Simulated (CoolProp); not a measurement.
Computed with CoolProp (reference Helmholtz-energy equation of state, Lemmon 2003). It is a pseudo-pure fit of the blend.

Question: For R407C, give the phase and the cv (kJ/(kg K)), Joule-Thomson coefficient (K/MPa), conductivity (mW/(m K)) at 284.8 K and 0.0451 MPa.

Answer: 
- 284.8 K and 0.0451 MPa: gas; cv 0.706, Joule-Thomson coefficient 24.1, conductivity 12.2

Thermal conductivity comes from a separate model (Geller 2001).
